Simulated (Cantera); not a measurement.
A perfectly stirred reactor is fed with 20.9 % H2, 16.4 % O2, 61.6 % N2, 0.155 % NO, 1.00 % CO2, at 9.87 atm; it is adiabatic with a 450 K inlet, and is followed from long to short residence time, starting on the burning branch (τ in s: 0.047, 0.024, 0.012, 0.0062, 0.0031, 0.0016, 0.0008, 0.00041, 0.00021, 0.0001, 5.3e-05).

Detailed kinetics in Cantera: GRI-Mech 3.0 (53 species, 325 reactions). The hydrogen kinetics of GRI-Mech 3.0 are dated; newer H2 mechanisms differ, most at raised pressure. The mechanism lacks 2 NO + O2 → 2 NO2 and HONO, so NO2 and the effect of NO are under-described below about 1400 K.

x: mole fraction; the columns are a selection and need not sum to one.

```
τ (s)    T (K)        x H2    x O2     x NO        x OH         x H       x N2O   x N2
-------  -----  ----------  ------  -------  ----------  ----------  ----------  -----
0.047     2014    0.000113  0.0653  0.00188     0.00146     6.51e-6     7.27e-7  0.687
0.024     2014    0.000130  0.0653  0.00181     0.00150     7.48e-6     7.68e-7  0.687
0.012     2013  (withheld)  0.0653  0.00178     0.00159  (withheld)  (withheld)  0.687
0.0062    2012    0.000220  0.0653  0.00176     0.00172     1.31e-5     9.70e-7  0.687
0.0031    2010  (withheld)  0.0653  0.00175  (withheld)  (withheld)  (withheld)  0.687
0.0016    2007    0.000474  0.0653  0.00174     0.00223     3.41e-5     1.45e-6  0.687
0.00080   2003    0.000732  0.0653  0.00173     0.00265     6.16e-5     1.77e-6  0.687
0.00041   1997     0.00112  0.0653  0.00173     0.00317    0.000112     2.04e-6  0.686
0.00021   1988     0.00172  0.0654  0.00173     0.00380    0.000208     2.17e-6  0.686
0.00010   1973     0.00277  0.0656  0.00172     0.00463    0.000414     2.12e-6  0.685
5.3e-5    1955     0.00415  0.0659  0.00172     0.00542    0.000742     1.96e-6  0.684
```

Problem. Some entries are withheld; supply them.

Solution. 
- 0.012, x H2: 0.000164
- 0.012, x H: 9.44e-6
- 0.012, x N2O: 8.44e-7
- 0.0031, x H2: 0.000319
- 0.0031, x OH: 0.00194
- 0.0031, x H: 2.05e-5
- 0.0031, x N2O: 1.18e-6
